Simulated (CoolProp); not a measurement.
Vapour-liquid equilibrium of R22 (1) + n-pentane (2) at -22.05 °C; x and y are mole fractions of (1).

The numbers come from the multi-fluid Helmholtz-energy mixture model, Kamei 1995 and Thol 2019; pair parameters Bell 2016 in CoolProp.

Question: Give the bubble pressure and the first vapour's composition at x = 0.25, 0.45, 0.65. Is there an azeotrope?

Answer: x = 0.25: 0.1100 MPa, y = 0.939; x = 0.45: 0.1521 MPa, y = 0.962; x = 0.65: 0.1765 MPa, y = 0.972. No azeotrope shows between x = 0.05 and 0.95.

Pair parameters are fitted to limited data, so mixtures are less certain than the pure fluids. With so large a gap from Raoult's law the liquid may split in two, which this calculation doesn't test in full.
